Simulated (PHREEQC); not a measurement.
0.013 g of hydrous ferric oxide (600 m²/g; 0.2 weak and 0.005 strong sites per Fe, Dzombak-Morel constants, diffuse double layer) in 1 kg of water with 0.01 mol/kgw of an inert sodium salt, at 25 °C; the pH is set by adding NaOH or the inert anion's acid. Oxygen alone is held at its pressure in air (log pO2 = -0.68). No CO2 enters from the air. Precipitation was switched off in this run.

Equilibrium calculation in PHREEQC: ion-association model, wateq4f.dat.

Predict surface charge σ (C/m²) at pH = 4, 12.


| pH | surface charge σ (C/m²) |
|---|---|
| 4 | 0.216 |
| 12 | -0.229 |

Species that the database lacks are ignored.
